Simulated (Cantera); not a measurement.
Charge: 1 mol CH₃Cl, 0.093 mol H₂, equilibrated at 3523 K and 0.180 bar.

Method: chemical equilibrium by Gibbs-energy minimisation in Cantera with the NASA 1993 tables (ideal gas, pure condensed phases). Candidate condensed phases: C, C₆H₆, C₇H₈, C₈H₁₈; 91 gas species. The tables' values for CCl are old estimates; treat these amounts as uncertain. Rates play no part.

Base state: H 0.505, Cl 0.197, H₂ 0.119, HCl 0.0700, C₃ 0.0557, C₂H 0.0160, C 0.0128, C₂H₂ (acetylene) 0.0116 (mole fractions); condensed: gas only.

**Question.** What changes in the equilibrium state with this change: temperature from 3523 K to 2325 K?

**Answer.** 
```
species             before    after
----------------  --------  -------
H₂                   0.119    0.508
HCl                 0.0700    0.459
H                    0.505   0.0185
C₃                  0.0557  1.47e-7
C                   0.0128  6.95e-8
C₂H                 0.0160  4.35e-6
Cl                   0.197   0.0120
C₂H₂ (acetylene)    0.0116  0.00249
C₅                 0.00171    <1e-9
C₂                 0.00950  1.31e-8
C₄                0.000449    <1e-9
CH                0.000403  3.99e-8
C(graphite), mol         0    0.989
```

**Question.** What changes in the equilibrium state with this change: CH₃Cl replaced by CCl₄?

**Answer.** 
```
species              before     after
-----------------  --------  --------
Cl                    0.197     0.874
C₃                   0.0557    0.0588
H                     0.505    0.0247
H₂                    0.119  0.000284
C₂H₂ (acetylene)     0.0116   2.89e-5
C₂H                  0.0160  0.000811
HCl                  0.0700    0.0152
C                    0.0128    0.0130
CH₂                 5.13e-5   1.25e-7
C₂H₂ (vinylidene)  0.000101   2.52e-7
C₄H₂               0.000476   1.23e-6
```
